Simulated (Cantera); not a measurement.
Charge: 1 mol Si, 0.56 mol Br2, 3.4 mol N2, held at 1675 K and 7.40e-5 bar.

Cantera equilibrium calculation (NASA polynomials, part measured and part estimated; ideal gas, pure solids and liquids). Candidate condensed phases: Br2, Si, Si3N4; 13 gas species. The tables' values for SiBr, SiN, SiBr3 are old estimates; treat these amounts as uncertain. Equilibrium is a limit: real reactors are often held back by kinetics, nucleation or transport.

Base state: N2 0.801, Br 0.118, SiBr2 0.0702, Si 0.00586, SiBr 0.00537, Si2N 5.36e-5, SiN 2.97e-5, Si2 2.28e-5 (mole fractions); condensed: Si(s).

What changes in the equilibrium state with this change: temperature from 1675 K to 600 K?


| species | before | after |
|---|---|---|
| N2 | 0.801 | 0.912 |
| SiBr4 | 7.31e-8 | 0.0875 |
| Br | 0.118 | 5.91e-9 |
| SiBr2 | 0.0702 | <1e-9 |
| Si | 0.00586 | <1e-9 |
| SiBr | 0.00537 | <1e-9 |
| Si2N | 5.36e-5 | <1e-9 |
| SiN | 2.97e-5 | <1e-9 |
| Si2 | 2.28e-5 | <1e-9 |
| Si(s), mol | 0.653 | 0 |
| Si3N4(s), mol | 0 | 0.240 |
N2 is the only nitrogen source here; it is nearly inert below about 1500 K, so the nitride shown seldom forms there in practice.
